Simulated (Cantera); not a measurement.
Input: 1 mol PbO, 0.33 mol CH4, 0.46 mol CO, held at 32.0 Pa.

Method: chemical equilibrium by Gibbs-energy minimisation in Cantera with the NASA 1993 tables (ideal gas, pure condensed phases). Candidate condensed phases: C, C6H6, C7H8, C8H18, H2O, Pb, PbO, PbO2, Pb3O4; 113 gas species. Kinetics and transport are ignored. All values below are at 873 K.

Base state: CO2 0.310, H2 0.303, CO 0.234, H2O 0.151, Pb 0.00199 (mole fractions); condensed: Pb(l).

Q: What changes in the equilibrium state with this change: CH4 from 0.33 to 2.9 mol?

A: 
```json
[
 {"species": "H2", "before": "0.303", "after": "0.797"},
 {"species": "CO", "before": "0.234", "after": "0.200"},
 {"species": "Pb", "before": "0.00199", "after": "0.00199"},
 {"species": "CO2", "before": "0.310", "after": "0.000146"},
 {"species": "H2O", "before": "0.151", "after": "0.000217"},
 {"species": "CH4", "before": "8.44e-9", "after": "9.13e-5"},
 {"species": "Pb(l), mol", "before": "0.997", "after": "0.986"},
 {"species": "C(graphite), mol", "before": "0", "after": "1.90"}
]
```

Q: What changes in the equilibrium state with this change: pressure from 32.0 Pa to 0.210 bar?

A: 
```csv
species,before,after
CO2,0.310,0.315
H2,0.303,0.298
CO,0.234,0.230
H2O,0.151,0.153
Pb,0.00199,3.03e-6
CH4,8.44e-9,0.00335
"Pb(l), mol",0.997,1.000
```
